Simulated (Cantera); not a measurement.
Input: 1 mol Pb, 7.9 mol CO, 89 mol H2, held at 1.33 mbar.

These are equilibrium values from Cantera (NASA tables, ideal gas, pure condensed phases), not measurements of a reactor. Candidate condensed phases: C, C6H6, C7H8, C8H18, H2O, Pb, PbO, PbO2, Pb3O4; 113 gas species. Equilibrium is a limit: real reactors are often held back by kinetics, nucleation or transport.

**Question.** What share of the Pb ends up in condensed phases as a function of T (K), at 775, 850, 925, 1000, 1075, 1150, 1225, 1300, 1375?

**Answer.** 
| T (K) | Pb condensed (%) | as |
|---|---|---|
| 775 | 99.8 | Pb(l) |
| 850 | 97.7 | Pb(l) |
| 925 | 80.5 | Pb(l) |
| 1000 | 0.0 | - |
| 1075 | 0.0 | - |
| 1150 | 0.0 | - |
| 1225 | 0.0 | - |
| 1300 | 0.0 | - |
| 1375 | 0.0 | - |
